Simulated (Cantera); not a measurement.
Gas mixture: 100 % CO, at 0.0133 bar, frozen composition.

Cantera's kinetic-theory transport with the Lennard-Jones parameters of GRI-Mech 3.0, ideal gas; thermal conductivity in the mixture-averaged form.

One state of this run: ρ (kg/m³) = 0.00281; cp (J/kg/K) = 1267; μ (µPa s) = 55.4; λ (mW/m/K) = 98.3; Pr = 0.713; D (cm²/s) CH4 = 293; D (cm²/s) C2H2 = 225; D (cm²/s) N2 = 267. D: mixture-averaged diffusion coefficient of that species in the mixture.

**Question.** Which value of T (K) does it belong to?
A. 1600
B. 1800
C. 1400
D. 800

**Answer.** A, 1600
